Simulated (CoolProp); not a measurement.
The fluid at 719.43 K and 10.9 MPa flows at 11 m/s in a round tube of 100 mm bore and 1.5 µm roughness, fully developed (64/Re and Nu = 3.66 if laminar; Colebrook and Gnielinski if turbulent). The same conditions are run with several fluids, on thermodynamics alone (safety and materials aside).

Values from CoolProp's reference Helmholtz-energy equation of state of each fluid (oxygen: Schmidt 1985; carbon dioxide: Span 1996; normal hydrogen: Leachman 2009; nitrogen: Span 2000; dry air: Lemmon 2000). Blends and air are pseudo-pure fits.

Task: Rank oxygen, carbon dioxide, normal hydrogen, nitrogen, dry air by Reynolds number, highest first.

Result: carbon dioxide (2630000), nitrogen (1580000), dry air (1560000), oxygen (1530000), normal hydrogen (239000)

```tsv
fluid	Darcy friction factor	pressure drop (Pa/m)	heat-transfer coefficient (W/(m² K))	mass flow (kg/h)
oxygen	0.0113	386	1010	17600
carbon dioxide	0.0105	508	1490	24800
normal hydrogen	0.0152	32.9	1250	1110
nitrogen	0.0112	331	933	15200
dry air	0.0112	344	949	15800
```

Above 300 K oxygen's equation is extrapolated.

Transport values come from each fluid's own correlations.
